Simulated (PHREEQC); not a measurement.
Consider water at 30 °C with 0.014 mol/kgw FeCl3, 0.012 mol/kgw H2SO4 and 0.22 mol/kgw Na2SO4. Closed to the air; pH follows from the charge balance.

All values are PHREEQC results (ion-association model, phreeqc.dat), not measurements.

```
quantity                  before    after
------------------------  ------  -------
pH                          2.35     3.32
ionic strength (mol/kgw)   0.539    0.542
Na+ (mol/kgw)              0.383    0.382
SO4-2 (mol/kgw)            0.139    0.144
NaSO4- (mol/kgw)          0.0566   0.0582
HSO4- (mol/kgw)           0.0181  0.00199
SI of Halite (NaCl)        -3.71    -3.71
```

Task: Name the change that produced these shifts.
A. Na2SO4 from 0.22 to 0.44 mol/kgw
B. H2SO4 left out
C. FeCl3 from 0.014 to 0.0028 mol/kgw
D. FeCl3 replaced by CuCl2 at the same molality
E. diluted 100-fold with water

Result: B, H2SO4 left out

No solid was allowed to form. Some of these states are supersaturated (in Hematite (slow to form), Goethite (slow to form), Fe(OH)3(a), for instance).
